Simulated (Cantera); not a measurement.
Cantera with NASA thermochemical tables; ideal gases at 1 bar, condensed phases pure. Values are per mole of reaction as written; species without (g) are pure solids or liquids, kept so even where they would boil at 1 bar.

### Question
Between 675 and 850 K, where is each reaction favourable under standard conditions?
- 4 S + SiC2(g) → Si + 2 CS2(g)

### Answer
- 4 S + SiC2(g) → Si + 2 CS2(g): ΔG° is -453 kJ at 675 K and -463 kJ at 850 K; it stays negative (K > 1). ΔH° is -419 kJ and ΔS° 52 J/K at 850 K.
